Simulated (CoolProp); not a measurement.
Saturation properties of CH2F2 (R32).

Values from CoolProp's reference Helmholtz-energy equation of state, Tillner-Roth 1997.

```
T (°C)  p (MPa)  vapour Z  vapour viscosity (µPa s)
------  -------  --------  ------------------------
-57.25  0.07553    0.9652                      9.61
-49.55   0.1126    0.9550                         ?
-41.85   0.1630    0.9431                      10.3
-34.15   0.2296    0.9294                      10.7
-26.45   0.3158    0.9136                      11.0
-18.75   0.4252    0.8958                      11.4
-10.95   0.5637    0.8756                         ?
-3.25         ?    0.8533                         ?
4.45     0.9354    0.8285                      12.6
12.15     1.179    0.8012                      13.0
19.85     1.468    0.7710                      13.4
```

Task: What belongs in the gaps?

Result: 
- -49.55, vapour viscosity (µPa s): 9.96
- -10.95, vapour viscosity (µPa s): 11.8
- -3.25, p (MPa): 0.7317
- -3.25, vapour viscosity (µPa s): 12.2

It boils at -51.7 °C under 1 atm.

Viscosity comes from a separate model (Bell 2016), an estimate that may be off by 10 % or more.
